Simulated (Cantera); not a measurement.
A closed system holds: 1 mol SiHCl₃, 2.5 mol HCl, 120 mol H₂, at 1398.15 K and 10000 Pa.

Method: chemical equilibrium by Gibbs-energy minimisation in Cantera with the NASA 1993 tables (ideal gas, pure condensed phases). Candidate condensed phases: Si; 19 gas species. The tables' values for SiCl₃ are old estimates; treat these amounts as uncertain. Rates play no part.

Base state: H₂ 0.960, HCl 0.0353, SiCl₂ 0.00382, SiCl₃ 0.000220, SiHCl₃ 0.000103, SiCl₄ 5.38e-5, SiH₂Cl₂ 2.95e-5, H 1.47e-5 (mole fractions); condensed: Si(s).

**Question.** What changes in the equilibrium state with this change: temperature from 1398.15 K to 2173 K?

**Answer.** 
```tsv
species	before	after
H₂	0.960	0.941
HCl	0.0353	0.0370
H	1.47e-5	0.0148
Si	7.82e-9	0.00283
SiCl₂	0.00382	0.00289
Si₂	<1e-9	4.29e-5
SiH	1.22e-8	0.000405
SiCl₄	5.38e-5	6.55e-9
SiCl	1.65e-7	0.000471
SiHCl₃	0.000103	8.90e-8
Si(s), mol	0.473	0
Si(l), mol	0	0.125
```
The tables' values for SiCl are old estimates; treat these amounts as uncertain. Gases not in the tables: Si₂H₆ and higher silanes.

**Question.** What changes in the equilibrium state with this change: temperature from 1398.15 K to 2275 K?

**Answer.** 
```
species      before     after
----------  -------  --------
H₂            0.960     0.927
HCl          0.0353    0.0385
H           1.47e-5    0.0259
Si          7.82e-9   0.00464
Si₂           <1e-9   5.34e-5
SiH         1.22e-8  0.000543
SiCl₄       5.38e-5   2.20e-9
Si(s), mol    0.473         0
```
The tables' values for SiCl are old estimates; treat these amounts as uncertain. Gases not in the tables: Si₂H₆ and higher silanes.

**Question.** What changes in the equilibrium state with this change: HCl from 2.5 to 0.24 mol?

**Answer.** 
```tsv
species	before	after
H₂	0.960	0.975
HCl	0.0353	0.0230
SiCl₂	0.00382	0.00160
SiCl₄	5.38e-5	9.39e-6
SiCl₃	0.000220	5.92e-5
SiHCl₃	0.000103	2.80e-5
SiH₂Cl₂	2.95e-5	1.25e-5
H	1.47e-5	1.48e-5
Si(s), mol	0.473	0.791
```
